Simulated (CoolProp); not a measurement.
A single-stage vapour-compression cycle with the fluid: evaporating at 284.15 K (dew point), condensing at 326.15 K (bubble point), superheat 5 K, subcooling 5 K, compressor efficiency 0.8, no pressure losses. The same conditions are run with several fluids, on thermodynamics alone (safety and materials aside).

Model: reference Helmholtz-energy equation of state of each fluid (R507A: Lemmon 2003; isobutane: Bücker 2006; R227EA: Lemmon 2016; isohexane: Lemmon 2006; R125: Lemmon 2005; R115: Lemmon 2016), in CoolProp. Blends and air are pseudo-pure fits.

```tsv
fluid	cooling COP	pressure ratio	discharge temperature (K)	refrigerating effect (kJ/kg)	volumetric capacity (kJ/m³)
R507A	3.85	2.90	339.5	99.3	4350
isobutane	4.56	3.23	331.1	261	1540
R227EA	4.15	3.42	326.2	78.9	1780
isohexane	4.75	5.24	326.1	281	156
R125	3.65	2.90	336.9	76.1	4350
R115	3.87	2.88	329.3	64.8	2990
```

The compression ends wet for: R227EA; isohexane.
